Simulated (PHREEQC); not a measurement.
# Ultrapure water in contact with air or piping: an equilibrium model

A made-up water analysis in mg/kgw, 65 °C, pH 6.59, pe -1.2:

```tsv
constituent	mg/kgw
Na	0.00745
K	0.00496
Ca	0.0265
Mg	0.022
Cl	0.0194
S(6) as SO4	0.098
Alkalinity as HCO3	0.0601
Zn	0.00213
Si as SiO2	0.00014
Mn(2)	0.00525
Sr	0.00218
```

Valence states are taken as typed.

Computed with PHREEQC (ion-association model, phreeqc.dat).

This is a speciation only: nothing precipitates in the calculation.

Task: Predict the charge-balance error.

Result: charge-balance error 4.0 %.

Task: In which forms is C present?

Result: HCO3- 66 %, CO2 34 % of the C.

Species that the database lacks are ignored. Constants without temperature data keep their 25 °C values here.
